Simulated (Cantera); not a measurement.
# Si + HCl + H₂ (chlorosilane synthesis and conversion)

Charge: 1 mol Si, 0.62 mol HCl, 5.7 mol H₂, equilibrated at 1.80 bar.

Equilibrium computed with Cantera from the NASA thermochemical tables; the gas is ideal and each condensed phase is pure. Candidate condensed phases: Si; 19 gas species. The tables' values for SiCl₃ are old estimates; treat these amounts as uncertain. Equilibrium is a limit: real reactors are often held back by kinetics, nucleation or transport.

```json
[
 {"T (K)": "998", "log p H₂": "0.24", "log p HCl": "-1.97", "log p SiHCl₃": "-1.60", "log p SiCl₄": "-1.65", "log p SiCl₂": "-3.95", "log p SiCl₃": "-3.50", "log p SiH₂Cl₂": "-2.52", "log p SiH₃Cl": "-4.04", "n Si(s)": "0.827"},
 {"T (K)": "1048", "log p H₂": "0.24", "log p HCl": "-1.80", "log p SiHCl₃": "-1.62", "log p SiCl₄": "-1.67", "log p SiCl₂": "-3.56", "log p SiCl₃": "-3.25", "log p SiH₂Cl₂": "-2.52", "log p SiH₃Cl": "-4.01", "n Si(s)": "0.832"},
 {"T (K)": "1098", "log p H₂": "0.24", "log p HCl": "-1.64", "log p SiHCl₃": "-1.65", "log p SiCl₄": "-1.69", "log p SiCl₂": "-3.22", "log p SiCl₃": "-3.03", "log p SiH₂Cl₂": "-2.53", "log p SiH₃Cl": "-3.98", "n Si(s)": "0.838"},
 {"T (K)": "1148", "log p H₂": "0.24", "log p HCl": "-1.51", "log p SiHCl₃": "-1.68", "log p SiCl₄": "-1.73", "log p SiCl₂": "-2.91", "log p SiCl₃": "-2.84", "log p SiH₂Cl₂": "-2.54", "log p SiH₃Cl": "-3.96", "n Si(s)": "0.845"},
 {"T (K)": "1198", "log p H₂": "0.23", "log p HCl": "-1.39", "log p SiHCl₃": "-1.73", "log p SiCl₄": "-1.78", "log p SiCl₂": "-2.64", "log p SiCl₃": "-2.68", "log p SiH₂Cl₂": "-2.56", "log p SiH₃Cl": "-3.95", "n Si(s)": "0.853"},
 {"T (K)": "1248", "log p H₂": "0.23", "log p HCl": "-1.28", "log p SiHCl₃": "-1.78", "log p SiCl₄": "-1.85", "log p SiCl₂": "-2.40", "log p SiCl₃": "-2.55", "log p SiH₂Cl₂": "-2.59", "log p SiH₃Cl": "-3.95", "n Si(s)": "0.862"},
 {"T (K)": "1298", "log p H₂": "0.23", "log p HCl": "-1.20", "log p SiHCl₃": "-1.86", "log p SiCl₄": "-1.94", "log p SiCl₂": "-2.20", "log p SiCl₃": "-2.46", "log p SiH₂Cl₂": "-2.63", "log p SiH₃Cl": "-3.95", "n Si(s)": "0.870"},
 {"T (K)": "1348", "log p H₂": "0.23", "log p HCl": "-1.12", "log p SiHCl₃": "-1.95", "log p SiCl₄": "-2.06", "log p SiCl₂": "-2.03", "log p SiCl₃": "-2.39", "log p SiH₂Cl₂": "-2.68", "log p SiH₃Cl": "-3.96", "n Si(s)": "0.877"},
 {"T (K)": "1398", "log p H₂": "0.23", "log p HCl": "-1.07", "log p SiHCl₃": "-2.07", "log p SiCl₄": "-2.21", "log p SiCl₂": "-1.89", "log p SiCl₃": "-2.36", "log p SiH₂Cl₂": "-2.76", "log p SiH₃Cl": "-3.98", "n Si(s)": "0.883"},
 {"T (K)": "1448", "log p H₂": "0.22", "log p HCl": "-1.02", "log p SiHCl₃": "-2.21", "log p SiCl₄": "-2.39", "log p SiCl₂": "-1.78", "log p SiCl₃": "-2.37", "log p SiH₂Cl₂": "-2.85", "log p SiH₃Cl": "-4.01", "n Si(s)": "0.887"},
 {"T (K)": "1498", "log p H₂": "0.22", "log p HCl": "-0.99", "log p SiHCl₃": "-2.38", "log p SiCl₄": "-2.61", "log p SiCl₂": "-1.70", "log p SiCl₃": "-2.41", "log p SiH₂Cl₂": "-2.95", "log p SiH₃Cl": "-4.05", "n Si(s)": "0.890"}
]
```
log p: log10 of the partial pressure in bar; n: condensed amount in mol.

From 998 K to 1498 K the condensed part is Si(s). The main Si-bearing gas is SiHCl₃ at 998 K and SiCl₂ at 1498 K. The share of Si in condensed phases is highest at 1498 K (89.0 %) and lowest at 998 K (82.7 %).
